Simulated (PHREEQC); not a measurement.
A PHREEQC input (ion-association model, phreeqc.dat):

```
SOLUTION 1
  temp 70
  units mg/kgw
  pH 8.59
  pe 8.1
  Na 6520
  K 3580
  Ca 7.09
  Mg 2100
  Cl 17100
  S(6) 1180 as SO4
  Alkalinity 977 as HCO3 charge
  Cd 24.3
END
USE solution 1
EQUILIBRIUM_PHASES 1
  CO2(g) -2.5 10
END
```

It stops with these messages:

```
ERROR: Alkalinity cannot be used with charge balance or solution phase boundary constraints.
ERROR: Program terminating due to input errors.
```

The fault: charge balance asked on alkalinity. The line should read `as HCO3` where the input has `as HCO3 charge`. With the mend the run ends at pH 8.24 and ionic strength 0.592 mol/kgw.
